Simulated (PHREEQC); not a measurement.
Dissolve 1.3 mmol/kgw Sr(OH)2 at 20 °C. Closed to the air; pH follows from the charge balance.

Model: Pitzer model, pitzer.dat, run in PHREEQC.

No solid was allowed to form.

What pH does the model give?

pH 11.55.
